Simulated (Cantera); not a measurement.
An adiabatic, constant-volume homogeneous reactor starts with CH4 : O2 : N2 = 1 : 5.41 : 20.3 (molar parts), equivalence ratio 0.37, at 1150 K and 7500 Torr. Integrator tolerance rtol = 1e-08.

Model: GRI-Mech 3.0 (53 species, 325 reactions), integrated in Cantera.

**Question.** What does this change do: pressure from 7500 Torr to 6000 Torr?

**Answer.** 
| quantity | before | after |
|---|---|---|
| time of steepest temperature rise | 6.03 ms | 7.50 ms |
| temperature at 2.00 s | 2151 K | 2150 K |
| equilibrium temperature | 2151 K | 2150 K |
| x(CH4) at 2.00 s | <1e-12 (gas-phase equilibrium <1e-12) | <1e-12 (gas-phase equilibrium <1e-12) |
| x(O2) at 2.00 s | 0.123 (gas-phase equilibrium 0.123) | 0.123 (gas-phase equilibrium 0.123) |
| x(CH2O) at 2.00 s | <1e-12 (gas-phase equilibrium <1e-12) | <1e-12 (gas-phase equilibrium <1e-12) |
| x(H) at 2.00 s | 6.32e-6 (gas-phase equilibrium 6.32e-6) | 7.43e-6 (gas-phase equilibrium 7.43e-6) |
| x(C2H6) at 2.00 s | <1e-12 (gas-phase equilibrium <1e-12) | <1e-12 (gas-phase equilibrium <1e-12) |

**Question.** What does this change do: initial temperature 1150 to 1625 K?

**Answer.** 
| quantity | before | after |
|---|---|---|
| time of steepest temperature rise | 6.03 ms | 46.6 µs |
| temperature at 2.00 s | 2151 K | 2521 K |
| equilibrium temperature | 2151 K | 2521 K |
| x(CH4) at 2.00 s | <1e-12 (gas-phase equilibrium <1e-12) | <1e-12 (gas-phase equilibrium <1e-12) |
| x(O2) at 2.00 s | 0.123 (gas-phase equilibrium 0.123) | 0.117 (gas-phase equilibrium 0.117) |
| x(CH2O) at 2.00 s | <1e-12 (gas-phase equilibrium <1e-12) | 2.41e-12 (gas-phase equilibrium 2.41e-12) |
| x(H) at 2.00 s | 6.32e-6 (gas-phase equilibrium 6.32e-6) | 0.000131 (gas-phase equilibrium 0.000131) |
| x(C2H6) at 2.00 s | <1e-12 (gas-phase equilibrium <1e-12) | <1e-12 (gas-phase equilibrium <1e-12) |
